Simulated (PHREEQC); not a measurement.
**Metal-bearing waste water**

Dissolve 6.3 mmol/kgw Al2(SO4)3, 0.22 mmol/kgw NiCl2, 5.4 mmol/kgw NaF and 0.26 mmol/kgw NaCl at 20 °C. It is in equilibrium with CO2 at log p = -2 (atm). Otherwise closed; pH follows from the charge balance.

Equilibrium calculation in PHREEQC: ion-association model, wateq4f.dat.

Each row changes one thing in this solution. No solid was allowed to form.

```
case                                        pH  ionic strength (mol/kgw)  SO4-2 (mol/kgw)  AlSO4+ (mol/kgw)  AlF+2 (mol/kgw)  Al+3 (mol/kgw)  SI of Boehmite (AlOOH)  SI of Gibbsite (Al(OH)3)
----------------------------------------  ----  ------------------------  ---------------  ----------------  ---------------  --------------  ----------------------  ------------------------
as made                                   4.27                    0.0424           0.0110           0.00576          0.00390         0.00116                   +0.35                     +0.89
NiCl2 from 0.00022 to 0.00033 mol/kgw     4.27                    0.0427           0.0110           0.00575          0.00391         0.00117                   +0.34                     +0.88
NaF from 0.0054 to 0.00108 mol/kgw        4.13                    0.0336          0.00821               [?]          0.00102         0.00197                   +0.22                     +0.76
Al2(SO4)3 from 0.0063 to 0.00693 mol/kgw  4.25                    0.0451              [?]               [?]          0.00401         0.00131                   +0.33                     +0.87
diluted 100-fold with water               4.64                  0.000728         0.000172           1.60e-5              [?]         4.45e-5                   +0.51                     +1.05
NaCl from 0.00026 to 0.00039 mol/kgw      4.27                    0.0426           0.0110           0.00575          0.00391         0.00116                   +0.34                     +0.89
NiCl2 left out                            4.27                    0.0420           0.0110           0.00576          0.00390         0.00115                   +0.35                     +0.89
9.6e-05 mol/kgw CO2 added                 4.27                    0.0424           0.0110           0.00576          0.00390         0.00116                   +0.35                     +0.89
temperature from 20 to 70 °C              3.71                    0.0398           0.0104           0.00581          0.00360        0.000799                   +1.52                     +1.48
```

Question: Complete the blanks.

Answer: 
- NaF from 0.0054 to 0.00108 mol/kgw, AlSO4+ (mol/kgw): 0.00838
- Al2(SO4)3 from 0.0063 to 0.00693 mol/kgw, SO4-2 (mol/kgw): 0.0116
- Al2(SO4)3 from 0.0063 to 0.00693 mol/kgw, AlSO4+ (mol/kgw): 0.00662
- diluted 100-fold with water, AlF+2 (mol/kgw): 4.83e-5

Some of these states are supersaturated (in Basaluminite, Gibbsite (slow to form), Boehmite (slow to form), for instance). Constants without temperature data keep their 25 °C values here. Fluoro complexes past AlF4- and FeF3 are missing from the database.
